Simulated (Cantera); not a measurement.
A perfectly stirred reactor is fed with CO : H2 : O2 : N2 = 1 : 0.053 : 0.924 : 2.6 (molar parts), at 9750 Torr; it is adiabatic with a 675 K inlet, and is followed from long to short residence time, starting on the burning branch (τ in s: 0.085, 0.034, 0.014, 0.0057, 0.0023, 0.00093, 0.00038, 0.00015, 6.2e-05, 2.5e-05).

Cantera simulation using GRI-Mech 3.0 (53 species, 325 reactions); the numbers are that mechanism's predictions, not measurements. The hydrogen kinetics of GRI-Mech 3.0 are dated; newer H2 mechanisms differ, most at raised pressure. The pressure lies above the range GRI-Mech 3.0 was tuned for (to about 10 atm).

x: mole fraction; the columns are a selection and need not sum to one.

```json
[
 {"τ (s)": "0.085", "T (K)": "2410", "x CO": "0.00505", "x H2": "4.27e-5", "x O2": "0.0941", "x O": "0.000795", "x H": "3.09e-5", "x H2O2": "7.80e-8", "x NO2": "2.58e-5"},
 {"τ (s)": "0.034", "T (K)": "2411", "x CO": "0.00525", "x H2": "4.40e-5", "x O2": "0.0947", "x O": "0.000821", "x H": "3.23e-5", "x H2O2": "7.89e-8", "x NO2": "2.36e-5"},
 {"τ (s)": "0.014", "T (K)": "2411", "x CO": "0.00569", "x H2": "4.68e-5", "x O2": "0.0958", "x O": "0.000877", "x H": "3.54e-5", "x H2O2": "8.06e-8", "x NO2": "2.00e-5"},
 {"τ (s)": "0.0057", "T (K)": "2409", "x CO": "0.00667", "x H2": "[?]", "x O2": "0.0974", "x O": "0.000999", "x H": "4.26e-5", "x H2O2": "8.39e-8", "x NO2": "1.54e-5"},
 {"τ (s)": "0.0023", "T (K)": "2397", "x CO": "0.00878", "x H2": "[?]", "x O2": "0.0992", "x O": "0.00126", "x H": "6.02e-5", "x H2O2": "9.09e-8", "x NO2": "1.15e-5"},
 {"τ (s)": "0.00093", "T (K)": "2369", "x CO": "0.0129", "x H2": "[?]", "x O2": "0.101", "x O": "0.00180", "x H": "0.000102", "x H2O2": "1.07e-7", "x NO2": "9.08e-6"},
 {"τ (s)": "0.00038", "T (K)": "2317", "x CO": "0.0198", "x H2": "[?]", "x O2": "0.104", "x O": "0.00277", "x H": "0.000193", "x H2O2": "1.41e-7", "x NO2": "7.01e-6"},
 {"τ (s)": "0.00015", "T (K)": "2230", "x CO": "0.0310", "x H2": "[?]", "x O2": "0.109", "x O": "0.00436", "x H": "0.000379", "x H2O2": "2.08e-7", "x NO2": "4.34e-6"},
 {"τ (s)": "6.2e-5", "T (K)": "2105", "x CO": "0.0471", "x H2": "[?]", "x O2": "0.115", "x O": "0.00627", "x H": "0.000664", "x H2O2": "3.29e-7", "x NO2": "2.11e-6"},
 {"τ (s)": "2.5e-5", "T (K)": "1864", "x CO": "0.0806", "x H2": "[?]", "x O2": "0.130", "x O": "0.00691", "x H": "0.000850", "x H2O2": "7.02e-7", "x NO2": "7.05e-7"}
]
```

Task: Some entries are withheld; supply them.

Result: 
- 0.0057, x H2: 5.31e-5
- 0.0023, x H2: 6.69e-5
- 0.00093, x H2: 9.39e-5
- 0.00038, x H2: 0.000139
- 0.00015, x H2: 0.000208
- 6.2e-5, x H2: 0.000290
- 2.5e-5, x H2: 0.000402
